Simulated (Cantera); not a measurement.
A freely propagating, adiabatic, planar premixed flame of CH₄ : O₂ : N₂ = 1 : 1.43 : 5.37 (molar parts), equivalence ratio 1.4, unburnt at 475 K and 760 Torr; mixture-averaged transport, grid criteria slope 0.08 and curve 0.16, no radiation.

Detailed kinetics in Cantera: GRI-Mech 3.0 (53 species, 325 reactions). Burning velocities carry a grid error of a few per cent, more on coarse grids.

Task: Predict: laminar burning velocity; thermal thickness; peak x(HCO); peak x(CH₂); peak x(C₂H₂).

Result: 
```json
{
 "laminar_burning_velocity": "40.8 cm/s",
 "thermal_thickness": "0.622 mm",
 "peak x(HCO)": "1.80e-5",
 "peak x(CH₂)": "5.94e-5",
 "peak x(C₂H₂)": "0.00172"
}
```
